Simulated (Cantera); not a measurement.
A Cantera script and its output.

```python
import numpy as np
import cantera as ct

gas = ct.Solution("gri30.yaml")
gas.TPX = 1473, 1800000, {'CH4': 1, 'O2': 2.53, 'N2': 20, 'H2O': 0.3}
reactor = ct.IdealGasConstPressureReactor(gas, energy="on", clone=False)
net = ct.ReactorNet([reactor])
net.rtol, net.atol = 1e-08, 1e-16
show = ['CH4', 'O2', 'H2O', 'CH2', 'CH2CO', 'N2O', 'OH']
times = np.geomspace(1e-06, 6, 13)

steps = ct.SolutionArray(gas, extra=["t"])
rows = []
print(f"{'t/s':>10s}{'T/K':>9s}{'P/Pa':>11s}" + "".join(f"{s:>11s}" for s in show))
for t in times:
    while net.time < t:
        t_next = net.step()
        steps.append(gas.state, t=t_next)
    rows.append([np.interp(t, steps.t, y) for y in (steps.T, steps.P, *steps(*show).X.T)])
    print(f"{t:10.3e}{rows[-1][0]:9.1f}{rows[-1][1]:11.4g}" + "".join(f"{x:11.3e}" for x in rows[-1][2:]))
rate = np.gradient(steps.T, steps.t)
print("integrator steps:", len(steps.t))
if steps.T.max() > steps.T[0] + 200:
    print(f"time of steepest temperature rise: {steps.t[rate.argmax()]:.4e} s")
gas.TPX = 1473, 1800000, {'CH4': 1, 'O2': 2.53, 'N2': 20, 'H2O': 0.3}
gas.equilibrate("HP")
print(f"equilibrium (HP): T = {gas.T:.1f} K  " + "  ".join(f"{s} {gas[s].X[0]:.3e}" for s in show))
```

Result:

```
       t/s      T/K       P/Pa        CH4         O2        H2O        CH2      CH2CO        N2O         OH
 1.000e-06   1473.0    1.8e+06  4.196e-02  1.062e-01  1.259e-02  2.405e-14  7.421e-19  1.189e-12  3.083e-09
 3.672e-06   1473.0    1.8e+06  4.196e-02  1.062e-01  1.259e-02  3.580e-13  7.970e-16  1.185e-11  9.882e-09
 1.348e-05   1473.0    1.8e+06  4.195e-02  1.062e-01  1.260e-02  1.035e-11  1.623e-12  1.255e-10  4.665e-08
 4.949e-05   1473.5    1.8e+06  4.178e-02  1.061e-01  1.270e-02  1.958e-10  3.714e-09  1.154e-09  2.080e-07
 1.817e-04   1487.3    1.8e+06  3.907e-02  1.042e-01  1.493e-02  3.641e-09  3.322e-06  1.716e-08  1.655e-06
 6.672e-04   2335.2    1.8e+06  9.899e-19  2.213e-02  9.485e-02  5.312e-19  3.883e-21  1.313e-06  2.250e-03
 2.449e-03   2333.9    1.8e+06  9.915e-19  2.182e-02  9.486e-02  5.243e-19  3.820e-21  1.304e-06  2.232e-03
 8.993e-03   2330.2    1.8e+06  9.947e-19  2.098e-02  9.489e-02  5.042e-19  3.665e-21  1.283e-06  2.181e-03
 3.302e-02   2325.3    1.8e+06  9.979e-19  1.986e-02  9.492e-02  4.761e-19  3.463e-21  1.266e-06  2.114e-03
 1.212e-01   2324.3    1.8e+06  9.986e-19  1.965e-02  9.493e-02  4.709e-19  3.427e-21  1.264e-06  2.101e-03
 4.451e-01   2324.3    1.8e+06  9.986e-19  1.965e-02  9.493e-02  4.709e-19  3.427e-21  1.264e-06  2.101e-03
 1.634e+00   2324.3    1.8e+06  9.986e-19  1.965e-02  9.493e-02  4.709e-19  3.427e-21  1.264e-06  2.101e-03
 6.000e+00   2324.3    1.8e+06  9.986e-19  1.965e-02  9.493e-02  4.709e-19  3.427e-21  1.264e-06  2.101e-03
integrator steps: 1954
time of steepest temperature rise: 2.7240e-04 s
equilibrium (HP): T = 2324.3 K  CH4 1.402e-18  O2 1.965e-02  H2O 9.493e-02  CH2 7.018e-19  CH2CO 4.537e-21  N2O 1.264e-06  OH 2.101e-03
```

Computed with Cantera and GRI-Mech 3.0 (53 species, 325 reactions). The pressure lies above the range GRI-Mech 3.0 was tuned for (to about 10 atm).
